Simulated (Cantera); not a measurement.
**Equilibrium for silicon epitaxy and polysilicon growth: Si₂H₆ + HCl + H₂**

A closed system holds: 1 mol Si₂H₆, 1.1 mol HCl, 13 mol H₂, at 3500 Pa.

Cantera equilibrium calculation (NASA polynomials, part measured and part estimated; ideal gas, pure solids and liquids). Candidate condensed phases: Si; 19 gas species. The feed counts by its element totals alone. The tables' values for SiCl₃ are old estimates; treat these amounts as uncertain. Kinetics and transport are ignored.

```csv
T (K),x H₂,x HCl,x SiCl₄,x SiCl₂,n Si(s)
1023,0.969,0.0178,0.00824,0.000584,1.78
1098,0.961,0.0283,0.00555,0.00169,1.81
1173,0.952,0.0386,0.00274,0.00356,1.85
1248,0.947,0.0452,0.000930,0.00542,1.86
1323,0.945,0.0477,0.000253,0.00659,1.87
1398,0.944,0.0482,6.81e-5,0.00726,1.87
1473,0.944,0.0481,2.00e-5,0.00770,1.86
1548,0.944,0.0477,6.49e-6,0.00804,1.86
```
x: gas mole fraction; n: condensed amount in mol.

From 1023 K to 1548 K the condensed part is Si(s). The main Si-bearing gas is SiCl₄ at 1023 K and SiCl₂ at 1548 K.
